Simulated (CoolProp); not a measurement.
Saturation properties of sulfur dioxide (Tc = 430.6 K, pc = 7.887 MPa, ω = 0.256).

Values from CoolProp's reference Helmholtz-energy equation of state, Gao 2016.

| T (K) | p (MPa) | enthalpy of vaporisation (kJ/kg) | vapour Z | surface tension (mN/m) |
|---|---|---|---|---|
| 212.1 | 0.005330 | 432.4 | 0.9967 | 38.7 |
| 222.6 | 0.01114 | 423.8 | 0.9942 | 36.6 |
| 233 | 0.02141 | 415.2 | 0.9907 | 34.5 |
| 243.4 | 0.03854 | 406.6 | 0.9858 | 32.4 |
| 253.9 | 0.06589 | 397.6 | 0.9794 | 30.3 |
| 264.3 | 0.1067 | 388.5 | 0.9713 | 28.3 |
| 274.7 | 0.1656 | 379.1 | 0.9612 | 26.2 |
| 285.2 | 0.2486 | 369.2 | 0.9491 | 24.2 |
| 295.6 | 0.3598 | 359.0 | 0.9348 | 22.1 |
| 306.1 | 0.5076 | 348.1 | 0.9180 | 20.1 |
| 316.5 | 0.6959 | 336.6 | 0.8989 | 18.1 |

It boils at 263.1 K under 1 atm.

Surface tension comes from a separate correlation (Mulero 2012).
